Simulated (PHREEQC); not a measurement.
Dissolve 0.0016 mol/kgw (NH4)2SiF6 at 25 °C. Closed to the air; pH follows from the charge balance.

All values are PHREEQC results (ion-association model, phreeqc.dat), not measurements.

No solid was allowed to form.

### Question
What pH, ionic strength does the model give?

### Answer
pH 3.23; ionic strength 0.00495 mol/kgw.

### Question
In which forms is F present?

### Answer
SiF6-2 70 %, F- 16 %, HF 13 % of the F.

Saturation is exceeded, for instance for Quartz (slow to form), Chalcedony (slow to form); the values hold only as long as no solid forms. SiF6-2 is the database's only silicon fluoride.
